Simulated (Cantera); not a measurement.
Fe2O3 + C + CO (carbothermic reduction)

A closed system holds: 1 mol Fe2O3, 0.99 mol C, 1.8 mol CO, at 46.5 Torr.

These are equilibrium values from Cantera (NASA tables, ideal gas, pure condensed phases), not measurements of a reactor. Candidate condensed phases: C, Fe, Fe(CO)5, FeO, Fe2O3, Fe3O4; 15 gas species. Mutual solubility and eutectic melting of coexisting phases are not modelled. The tables' stoichiometric FeO is somewhat more stable than real wüstite, so its field is too wide. FeO: taken at fixed stoichiometry. Kinetics and transport are ignored.

```csv
T (K),log p CO,log p CO2,log p Fe,n Fe(α),n FeO(s),n Fe(γ)
1050,-1.30,-1.93,-12.81,0.525,1.48,0
1075,-1.30,-1.94,-12.35,0.511,1.49,0
1100,-1.30,-1.95,-11.90,0.499,1.50,0
1125,-1.29,-1.96,-11.47,0.488,1.51,0
1150,-1.29,-1.97,-11.07,0.477,1.52,0
1175,-1.29,-1.97,-10.68,0.467,1.53,0
1200,-1.29,-1.98,-10.30,0,1.54,0.458
1225,-1.29,-1.99,-9.95,0,1.55,0.450
1250,-1.28,-2.00,-9.61,0,1.56,0.442
1275,-1.28,-2.01,-9.28,0,1.57,0.435
1300,-1.28,-2.01,-8.96,0,1.57,0.427
1325,-1.28,-2.02,-8.66,0,1.58,0.420
1350,-1.28,-2.03,-8.37,0,1.59,0.414
```
log p: log10 of the partial pressure in bar; n: condensed amount in mol.

From 1050 K to 1175 K the condensed part is Fe(α) + FeO(s). From 1200 K to 1350 K the condensed part is Fe(γ) + FeO(s).
